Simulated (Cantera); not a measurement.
A perfectly stirred reactor is fed with CH3OH : O2 : N2 : H2O = 1 : 0.882 : 10.6 : 0.44 (molar parts), equivalence ratio 1.7, at 1.10 bar; it is adiabatic with a 625 K inlet, and is followed from long to short residence time, starting on the burning branch (τ in s: 0.11, 0.05, 0.023, 0.011, 0.0048, 0.0022, 0.001, 0.00047, 0.00022, 9.9e-05, 4.6e-05, 2.1e-05, 9.7e-06).

Model: GRI-Mech 3.0 (53 species, 325 reactions), integrated in Cantera. GRI-Mech 3.0 was tuned for natural gas; its chemistry of methanol as a main component is partial and can be far from experiment.

**Question.** What does this change do: N2 10.6 to 13 parts?

**Answer.** 
| quantity | before | after |
|---|---|---|
| blow-out, bracketed by the residence times tried | burning at 23.0 ms, out at 11.0 ms | burning at 50.0 ms, out at 23.0 ms |
| x(CH3OH) at τ = 0.110 s | 2.97e-5 | 0.00200 |
| x(O2) at τ = 0.110 s | 0.000716 | 0.00736 |
| x(H2O) at τ = 0.110 s | 0.123 | 0.0991 |
| x(HO2) at τ = 0.110 s | 9.06e-7 | 5.79e-5 |
| x(NO) at τ = 0.110 s | 2.45e-7 | 1.41e-10 |
| x(CH3OH) at τ = 1.00 ms | 0.0774 | 0.0653 |
| x(O2) at τ = 1.00 ms | 0.0683 | 0.0576 |
| x(H2O) at τ = 1.00 ms | 0.0341 | 0.0287 |
| x(HO2) at τ = 1.00 ms | <1e-12 | <1e-12 |
| x(NO) at τ = 1.00 ms | <1e-12 | <1e-12 |
